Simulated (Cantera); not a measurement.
Equilibrium for silicon oxide and oxynitride deposition: Si2H6 + NO + N2

Feed: 1 mol Si2H6, a varied amount of NO, 1.4 mol N2, held at 675 K and 0.150 bar.

Equilibrium computed with Cantera from the NASA thermochemical tables; the gas is ideal and each condensed phase is pure. Candidate condensed phases: H2O, Si, SiO2, Si2N2O, Si3N4; 35 gas species. The feed counts by its element totals alone. Kinetics and transport are ignored.

From 0.2 mol NO to 0.87 mol NO the condensed part is Si2N2O(s) + Si3N4(s). From 1.2 mol NO to 3.7 mol NO the condensed part is SiO2(α-quartz) + Si2N2O(s).

```
n(NO) (mol)   x H2    x N2     x NH3    x H2O  n Si2N2O(s)  n Si3N4(s)  n SiO2(α-quartz)
-----------  -----  ------  --------  -------  -----------  ----------  ----------------
0.2          0.928  0.0720  0.000471   <1e-12        0.200       0.533                 0
0.29         0.906  0.0930  0.000517   <1e-12        0.290       0.473                 0
0.42         0.878   0.122  0.000563   <1e-12        0.420       0.387                 0
0.6          0.841   0.159  0.000603   <1e-12        0.600       0.267                 0
0.87         0.791   0.209  0.000631   <1e-12        0.870      0.0867                 0
1.2          0.737   0.262  0.000636  2.95e-6        0.933           0             0.133
1.8          0.656   0.343  0.000611  2.87e-6        0.733           0             0.533
2.6          0.573   0.427  0.000556  2.70e-6        0.467           0              1.07
3.7          0.487   0.512  0.000478  2.44e-6        0.100           0              1.80
```
x: gas mole fraction; n: condensed amount in mol.
